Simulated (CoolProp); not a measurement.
Sulfur dioxide at several states: density (kg/m³) from the reference equation and from simpler models built on Tc = 157.5 °C, pc = 7.887 MPa, ω = 0.256; each cubic takes its own stable root.

Model: reference Helmholtz-energy equation of state, Gao 2016, in CoolProp.

| T (°C) | p (MPa) | phase | reference |
|---|---|---|---|
| 191.25 | 0.558 | gas | 9.438 |
| 198.85 | 0.0261 | gas | 0.4264 |
| 64.65 | 0.322 | gas | 7.606 |
| -26.05 | 4.7 | liquid | 1509 |
| -41.45 | 5.05 | liquid | 1548 |

**Question.** How far does each simpler model (van der Waals, Redlich-Kwong, Soave-Redlich-Kwong, Peng-Robinson) lie from the reference over these 5 states: mean and median of the absolute difference, and the worst?

**Answer.** 
- van der Waals: mean 16.6 %, median 1.3 %, worst -40.9 % at -41.45 °C and 5.05 MPa
- Redlich-Kwong: mean 5.3 %, median 0.6 %, worst -13.0 % at -41.45 °C and 5.05 MPa
- Soave-Redlich-Kwong: mean 4.4 %, median 0.4 %, worst -11.0 % at -41.45 °C and 5.05 MPa
- Peng-Robinson: mean 0.3 %, median 0.2 %, worst +0.7 % at -26.05 °C and 4.7 MPa
